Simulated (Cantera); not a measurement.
**Equilibrium for fluorocarbon and chlorocarbon gases: C2F6 + HCl**

Charge: 1 mol C2F6, 1.5 mol HCl, at 0.00133 bar.

Cantera equilibrium calculation (NASA polynomials, part measured and part estimated; ideal gas, pure solids and liquids). Candidate condensed phases: C, C6H6, C7H8, C8H18; 118 gas species. The feed counts by its element totals alone. Gases not in the tables: C2F6 and larger saturated fluorocarbons. The numbers say what is thermodynamically allowed, not how fast it happens.

| T (K) | x HF | x Cl | x CF4 | x Cl2 | x HCl | n C(graphite) |
|---|---|---|---|---|---|---|
| 1400 | 0.366 | 0.213 | 0.307 | 0.0750 | 0.0350 | 0.839 |
| 1425 | 0.366 | 0.236 | 0.302 | 0.0632 | 0.0298 | 0.844 |
| 1450 | 0.365 | 0.258 | 0.297 | 0.0522 | 0.0251 | 0.848 |
| 1475 | 0.364 | 0.277 | 0.292 | 0.0423 | 0.0211 | 0.852 |
| 1500 | 0.363 | 0.294 | 0.288 | 0.0338 | 0.0176 | 0.855 |
| 1525 | 0.363 | 0.308 | 0.285 | 0.0266 | 0.0146 | 0.857 |
| 1550 | 0.362 | 0.319 | 0.282 | 0.0208 | 0.0121 | 0.859 |
| 1575 | 0.362 | 0.328 | 0.279 | 0.0161 | 0.01000 | 0.861 |
| 1600 | 0.362 | 0.336 | 0.277 | 0.0124 | 0.00827 | 0.861 |
| 1625 | 0.361 | 0.341 | 0.275 | 0.00960 | 0.00685 | 0.861 |
| 1650 | 0.361 | 0.345 | 0.273 | 0.00740 | 0.00568 | 0.861 |
| 1675 | 0.361 | 0.348 | 0.270 | 0.00572 | 0.00473 | 0.859 |
x: gas mole fraction; n: condensed amount in mol.

From 1400 K to 1675 K the condensed part is C(graphite). The main C-bearing gas is CF4 throughout.
